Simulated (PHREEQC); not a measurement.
4.4 g of hydrous ferric oxide (600 m²/g; 0.2 weak and 0.005 strong sites per Fe, Dzombak-Morel constants, diffuse double layer) in 1 kg of water with 0.01 mol/kgw of an inert sodium salt and 0.088 mmol/kgw ZnCl2 and 20 mmol/kgw Ag2SO4, at 25 °C; the pH is set by adding NaOH or the inert anion's acid. Oxygen is held at 0.21 atm. CO2 from the air is kept out. Nothing may precipitate in this run.

Equilibrium calculation in PHREEQC: ion-association model, wateq4f.dat.

```csv
pH,Zn sorbed (%),S sorbed (%),Ag sorbed (%),surface charge σ (C/m²)
3,0.0,23.0,0.0,0.034
3.38,0.0,23.0,0.0,0.034
3.75,0.1,23.0,0.0,0.033
4.12,0.6,22.9,0.0,0.033
4.5,2.9,22.6,0.1,0.033
4.88,8.8,21.9,0.3,0.032
5.25,15.2,20.8,0.5,0.031
5.62,24.8,19.1,0.7,0.028
6,49.4,16.5,1.1,0.025
6.38,79.6,12.7,2.4,0.021
6.75,93.4,8.2,6.0,0.017
7.12,97.6,3.9,11.9,0.012
7.5,98.9,1.3,17.8,0.007
7.88,99.4,0.3,21.7,0.003
8.25,99.5,0.1,23.5,0.000
8.62,99.3,0.0,24.3,-0.001
9,98.2,0.0,24.6,-0.001
```

Along this series the solution becomes supersaturated in solids that the run did not let form, among them Cerargyrite, Ag2O. The oxide is taken as insoluble; below pH 4 it would dissolve.
